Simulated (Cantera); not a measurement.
Cantera run:

```python
import numpy as np
import cantera as ct

gas_names = """
    C CH CH2 CH3 CH2OH CH3O CH4 CH3OH CO CO2 COOH C2 C2H CHCO,ketyl C2H2,acetylene C2H2,vinylidene
    CH2CO,ketene C2H3,vinyl CH3CO,acetyl C2H4 C2H4O,ethylen CH3CHO,ethanal CH3COOH (HCOOH)2 C2H5 C2H6
    CH3OCH3 C2H5OH C2O C3 C3H3,propargyl C3H4,allene C3H4,propyne C3H4,cyclo- C3H5,allyl C3H6,propylene
    C3H6,cyclo- C3H6O C3H7,n-propyl C3H7,i-propyl C3H8 C3H8O,1propanol C3H8O,2propanol C3O2 C4 C4H2
    C4H4,1,3-cyclo- C4H6,butadiene C4H6,2-butyne C4H6,cyclo- C4H8,1-butene C4H8,cis2-buten
    C4H8,tr2-butene C4H8,isobutene C4H8,cyclo- (CH3COOH)2 C4H9,n-butyl C4H9,i-butyl C4H9,s-butyl
    C4H9,t-butyl C4H10,isobutane C4H10,n-butane C5 C5H6,1,3cyclo- C5H8,cyclo- C5H10,1-pentene
    C5H10,cyclo- C5H11,pentyl C5H11,t-pentyl C5H12,n-pentane C5H12,i-pentane CH3C(CH3)2CH3 C6H2
    C6H5,phenyl C6H5O,phenoxy C6H6 C6H5OH,phenol C6H10,cyclo- C6H12,1-hexene C6H12,cyclo- C6H13,n-hexyl
    C7H7,benzyl C7H8 C7H8O,cresol C7H14,1-heptene C7H15,n-heptyl C7H16,n-heptane C8H8,styrene
    C8H10,ethylbenz C8H16,1-octene C8H17,n-octyl C8H18,isooctane C8H18,n-octane C9H19,n-nonyl
    C10H8,naphthale C10H21,n-decyl C12H9,o-bipheny C12H10,bipheny Ca CaO CaOH CaO2H2 Ca2 H HCO HO2 H2
    HCHO,formaldehy HCOOH H2O H2O2 O OH O2 O3
""".split()
cond_names = """
    C(gr) C6H6(L) C7H8(L) C8H18(L),n-octa Ca(a) Ca(b) Ca(L) CaCO3(caL) CaO(s) CaO(L) CaO2H2(s) H2O(s)
    H2O(L)
""".split()


def load(file, names, dense=False):
    # The tables refer to 1 bar. Condensed volumes are neglected.
    table = {s.name: s for s in ct.Species.list_from_file(file)}
    out = []
    for n in names:
        d = dict(table[n].input_data)
        d["thermo"] = dict(d["thermo"], **{"reference-pressure": 1e5})
        if dense:
            d["equation-of-state"] = {"model": "constant-volume", "density": "1e6 g/cm^3"}
        out.append(ct.Species.from_dict(d))
    return out


gas = ct.Solution(thermo="ideal-gas", species=load("nasa_gas.yaml", gas_names))
cond = {s.name: ct.Solution(thermo="fixed-stoichiometry", species=[s], name=s.name)
        for s in load("nasa_condensed.yaml", cond_names, dense=True)}
atoms = {
    'Ca(OH)2': {'Ca': 1, 'O': 2, 'H': 2},
    'CO2': {'C': 1, 'O': 2},
}
top_T = {'C(gr)': 4500}  # K; cautious upper limits of use, not melting points


def equilibrate(T, P, feed):
    n = {}
    for name, mol in feed.items():
        for a, k in atoms[name].items():
            n[a] = n.get(a, 0.0) + k * mol
    gas.TPX = T, P, n
    mass = sum(n.values()) * gas.mean_molecular_weight
    gas.equilibrate("TP")
    valid = [c for c in cond.values() if c.min_temp <= T <= top_T.get(c.name, c.max_temp)]
    mix = ct.Mixture([(gas, mass / gas.mean_molecular_weight)] + [(c, 0.0) for c in valid])
    mix.T, mix.P = T, P
    mix.equilibrate("TP", solver="vcs", rtol=1e-11, max_steps=5000)
    return mix


results = []
feed = {'Ca(OH)2': 1, 'CO2': 7.1}  # mol
P = 5700  # Pa
for T in [1750, 1800, 1850, 1900, 1950, 2000, 2050, 2100]:
    mix = equilibrate(T, P, feed)
    results.append((T, P, feed, dict(zip(mix.species_names, mix.species_moles))))

top = {s: max(r[3][s] / sum(r[3][g] for g in gas_names) for r in results) for s in gas_names}
cols = sorted((s for s in top if top[s] > 1e-05), key=lambda s: -top[s])[:6]
seen = [c for c in cond_names if any(r[3].get(c, 0) > 1e-12 for r in results)]
print("log10 of partial pressures in bar; condensed amounts in mol")
print(f"{'T/K':>10s}" + "".join(f"{s[:9]:>10s}" for s in cols + seen))
for T, P, feed, n in results:
    ng = sum(n[g] for g in gas_names)
    print(f"{T:10.4g}" + "".join(f"{np.log10(max(n[s] / ng * P / 1e5, 1e-99)):10.3f}" for s in cols)
          + "".join(f"{n.get(c, 0):10.4g}" for c in seen))
```

Result:

```
log10 of partial pressures in bar; condensed amounts in mol
       T/K       CO2       H2O        CO        O2        OH        H2    CaO(s)
      1750    -1.307    -2.156    -3.384    -3.681    -4.625    -4.792         1
      1800    -1.309    -2.158    -3.231    -3.530    -4.453    -4.661         1
      1850    -1.312    -2.159    -3.086    -3.387    -4.291    -4.538         1
      1900    -1.316    -2.162    -2.951    -3.253    -4.137    -4.421         1
      1950    -1.321    -2.165    -2.823    -3.127    -3.993    -4.310    0.9999
      2000    -1.328    -2.170    -2.702    -3.008    -3.856    -4.206    0.9999
      2050    -1.336    -2.175    -2.589    -2.897    -3.728    -4.106    0.9998
      2100    -1.346    -2.182    -2.483    -2.793    -3.606    -4.013    0.9998
```

Equilibrium computed with Cantera from the NASA thermochemical tables; the gas is ideal and each condensed phase is pure.
